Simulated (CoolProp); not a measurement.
Vapour-liquid equilibrium of p-xylene (1) + n-decane (2) at 298.05 °C; x and y are mole fractions of (1).

Computed with CoolProp (multi-fluid Helmholtz-energy mixture model, Zhou 2012 and Lemmon 2006; pair parameters Bell 2016).

| x | bubble pressure (bar) | y at the bubble point | dew pressure at overall composition x (bar) | liquid density (mol/L) |
|---|---|---|---|---|
| 0.05 | 11.35 | 0.070 | 11.24 | 3.238 |
| 0.125 | 11.98 | 0.169 | 11.70 | 3.331 |
| 0.2 | 12.61 | 0.261 | 12.18 | 3.431 |
| 0.275 | 13.24 | 0.348 | 12.70 | 3.536 |
| 0.35 | 13.89 | 0.430 | 13.26 | 3.649 |
| 0.425 | 14.54 | 0.508 | 13.85 | 3.770 |
| 0.5 | 15.20 | 0.582 | 14.47 | 3.899 |
| 0.575 | 15.87 | 0.652 | 15.14 | 4.037 |
| 0.65 | 16.55 | 0.719 | 15.85 | 4.187 |
| 0.725 | 17.24 | 0.784 | 16.61 | 4.348 |
| 0.8 | 17.94 | 0.846 | 17.42 | 4.522 |
| 0.875 | 18.66 | 0.905 | 18.29 | 4.710 |
| 0.95 | 19.38 | 0.963 | 19.22 | 4.915 |

No azeotrope shows between x = 0.05 and 0.95.

The pair parameters rest on a limited set of measurements; away from them the model extrapolates.
